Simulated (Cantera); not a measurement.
A closed system holds: 1 mol HF, 0.039 mol O2, equilibrated at 3423 K and 18.0 Pa.

Cantera equilibrium calculation (NASA polynomials, part measured and part estimated; ideal gas, pure solids and liquids). Kinetics and transport are ignored.

```json
[
 {"species": "HF", "before": "0.0137", "after": "0.370"},
 {"species": "F", "before": "0.474", "after": "0.292"},
 {"species": "H", "before": "0.474", "after": "0.282"},
 {"species": "O", "before": "0.0380", "after": "0.0499"},
 {"species": "H2O", "before": "1.80e-8", "after": "4.57e-5"},
 {"species": "O2", "before": "1.59e-6", "after": "0.000203"},
 {"species": "OH", "before": "2.27e-5", "after": "0.00131"},
 {"species": "H2", "before": "0.000166", "after": "0.00434"}
]
```
Gas species are given as mole fractions.

### Question
What was changed between the two runs?
(A) temperature from 3423 K to 1898 K
(B) pressure from 18.0 Pa to 1330 Pa
(C) pressure from 18.0 Pa to 230 Pa
(D) O2 from 0.039 to 1.7 mol

### Answer
B, pressure from 18.0 Pa to 1330 Pa
